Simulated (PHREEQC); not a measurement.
## Leach liquor: an equilibrium model

Make-up at 39 °C: 1.8 mmol/kgw HCl, 0.12 mmol/kgw FeSO4 and 9.2 mmol/kgw MnSO4. It is in equilibrium with CO2 at log p = -3.4 (atm). Otherwise closed; pH follows from the charge balance.

Equilibrium calculation in PHREEQC: ion-association model, phreeqc.dat.

Each row changes one thing in this solution. This is a speciation only: nothing precipitates in the calculation.

| case | pH | ionic strength (mol/kgw) | Mn+2 (mol/kgw) | SO4-2 (mol/kgw) | MnSO4 (mol/kgw) | HSO4- (mol/kgw) | SI of Melanterite (FeSO4:7H2O) | SI of Rhodochrosite (MnCO3) |
|---|---|---|---|---|---|---|---|---|
| as made | 2.96 | 0.0272 | 0.00652 | 0.00607 | 0.00265 | 0.000557 | -4.76 | -6.88 |
| diluted 10-fold with water | 3.81 | 0.00350 | 0.000826 | 0.000823 | … | 1.42e-5 | -6.22 | -5.95 |
| MnSO4 from 0.0092 to 0.092 mol/kgw | 3.31 | … | 0.0469 | 0.0459 | 0.0449 | 0.00118 | -4.52 | -5.56 |
| temperature from 39 to 35 °C | 2.95 | 0.0276 | 0.00661 | 0.00620 | 0.00256 | 0.000528 | -4.71 | … |
| HCl replaced by KCl at the same molality | 5.66 | 0.0278 | 0.00642 | … | 0.00276 | 1.18e-6 | -4.75 | … |
| diluted 100-fold with water | 4.75 | 0.000384 | 9.04e-5 | 9.14e-5 | 1.58e-6 | 2.02e-7 | -7.99 | -4.94 |
| temperature from 39 to 25 °C | 2.93 | 0.0287 | 0.00685 | 0.00650 | 0.00232 | 0.000465 | -4.56 | -6.98 |

Problem. Some entries are withheld; supply them.

Solution. 
- diluted 10-fold with water, MnSO4 (mol/kgw): 9.32e-5
- MnSO4 from 0.0092 to 0.092 mol/kgw, ionic strength (mol/kgw): 0.188
- temperature from 39 to 35 °C, SI of Rhodochrosite (MnCO3): -6.91
- HCl replaced by KCl at the same molality, SO4-2 (mol/kgw): 0.00647
- HCl replaced by KCl at the same molality, SI of Rhodochrosite (MnCO3): -1.49

Complexes and solids missing from the database can't appear. Constants without temperature data keep their 25 °C values here.
